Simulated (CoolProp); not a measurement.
The numbers come from the reference Helmholtz-energy equation of state, Leachman 2009 in CoolProp.

Task: For normal hydrogen, give the phase and the cp (kJ/(kg K)), cv (kJ/(kg K)), Prandtl number at -225.25 °C and 45.6 bar; -178.25 °C and 45.6 bar; -107.65 °C and 45.6 bar.

Result: 
- -225.25 °C and 45.6 bar: supercritical; cp 22.2, cv 6.73, Prandtl number 1.23
- -178.25 °C and 45.6 bar: supercritical; cp 12.6, cv 7.09, Prandtl number 0.710
- -107.65 °C and 45.6 bar: supercritical; cp 13.4, cv 8.88, Prandtl number 0.683

Viscosity comes from a separate model (Muzny 2013). Thermal conductivity comes from a separate model (Assael 2011).
